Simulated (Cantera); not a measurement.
What does this Cantera script print?

```python
import numpy as np
import cantera as ct

gas = ct.Solution("gri30.yaml")
gas.TPX = 1225, 1333, {'N2O': 1, 'H2O': 1.3}
inlet = ct.Reservoir(gas, clone=True)

reactor = ct.IdealGasConstPressureReactor(gas, energy="off", clone=False)
exhaust = ct.Reservoir(gas, clone=True)
tau = [6.8, 2.3, 0.81, 0.28, 0.097, 0.033, 0.012, 0.004, 0.0014, 0.00048, 0.00017][0]
for a, b in ((inlet, reactor), (reactor, exhaust)):
    ct.MassFlowController(a, b, mdot=lambda t: reactor.mass / tau)
net = ct.ReactorNet([reactor])
show = ['N2O', 'H2O', 'HO2', 'H2O2', 'N2', 'H']

rows = []
print(f"{'tau/s':>10s}{'T/K':>9s}" + "".join(f"{s:>11s}" for s in show))
for tau in [6.8, 2.3, 0.81, 0.28, 0.097, 0.033, 0.012, 0.004, 0.0014, 0.00048, 0.00017]:
    net.initial_time = 0.0
    net.advance(30 * tau)
    before = gas.X
    net.advance(40 * tau)
    drift = np.max(np.abs(gas.X - before) / (gas.X + 1e-9))
    rows.append([gas.T, *gas[show].X, drift])
    print(f"{tau:10.3e}{gas.T:9.1f}" + "".join(f"{x:11.3e}" for x in gas[show].X))
```

It prints:

```
     tau/s      T/K        N2O        H2O        HO2       H2O2         N2          H
 6.800e+00   1225.0  3.107e-01  5.364e-01  2.098e-06  2.798e-08  9.841e-02  1.202e-07
 2.300e+00   1225.0  3.819e-01  5.529e-01  3.642e-06  4.086e-08  4.192e-02  1.271e-07
 8.100e-01   1225.0  4.144e-01  5.604e-01  4.912e-06  5.365e-08  1.617e-02  1.371e-07
 2.800e-01   1225.0  4.275e-01  5.634e-01  5.649e-06  6.186e-08  5.744e-03  1.401e-07
 9.700e-02   1225.0  4.323e-01  5.645e-01  5.909e-06  6.412e-08  1.968e-03  1.291e-07
 3.300e-02   1225.0  4.340e-01  5.649e-01  5.725e-06  5.927e-08  6.345e-04  9.861e-08
 1.200e-02   1225.0  4.345e-01  5.651e-01  4.687e-06  4.185e-08  2.097e-04  5.782e-08
 4.000e-03   1225.0  4.347e-01  5.652e-01  2.010e-06  1.120e-08  6.233e-05  2.199e-08
 1.400e-03   1225.0  4.348e-01  5.652e-01  3.393e-07  9.269e-10  2.004e-05  5.745e-09
 4.800e-04   1225.0  4.348e-01  5.652e-01  3.087e-08  3.579e-11  6.309e-06  8.778e-10
 1.700e-04   1225.0  4.348e-01  5.652e-01  2.162e-09  9.644e-13  2.055e-06  7.270e-11
```

Cantera simulation using GRI-Mech 3.0 (53 species, 325 reactions); the numbers are that mechanism's predictions, not measurements. GRI-Mech 3.0 was tuned for natural gas; its chemistry of N2O as a main component is partial and can be far from experiment. Radical loss at walls, strong at low pressure, is not modelled. The mechanism lacks the step 2 NO + O2 → 2 NO2, which can matter for NO2 below about 1400 K. The temperature is held fixed by assumption; the heat of reaction is taken as removed at once.
